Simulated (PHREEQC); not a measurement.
# Brine (model solution)

Make-up at 25 °C: 3.7 mol KOH, 0.9 mol CaCl2 and 0.34 mol KBr per kg of water. Closed to the air; pH follows from the charge balance.

Computed with PHREEQC (Pitzer model, pitzer.dat).

Each row changes one thing in this solution. Precipitation was switched off in this run.

```tsv
case	pH	SI of Sylvite (KCl)	SI of Portlandite (Ca(OH)2)
as made	14.45	-0.26	+3.45
diluted 5-fold with water	13.59	-1.82	+2.28
diluted 2-fold with water	13.99	-1.00	+2.95
KOH left out	6.46	-1.54	-10.41
KBr from 0.34 to 0.17 mol/kgw	14.43	-0.28	+3.40
CaCl2 from 0.9 to 0.09 mol/kgw	14.89	-1.37	+2.68
```

Some of these states are supersaturated (in Portlandite, for instance). In brines, pH and single-ion activities rest on the MacInnes convention.
